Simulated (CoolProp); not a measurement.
Model: reference Helmholtz-energy equation of state, Thol 2017, in CoolProp.

### Question
For octamethyltrisiloxane (MDM), give the phase and the Z, speed of sound (m/s), Joule-Thomson coefficient (K/MPa), expansivity (1/kK) at 78.35 °C and 0.101 MPa.

### Answer
- 78.35 °C and 0.101 MPa: liquid; Z 0.0107, speed of sound 739, Joule-Thomson coefficient -0.349, expansivity 1.40
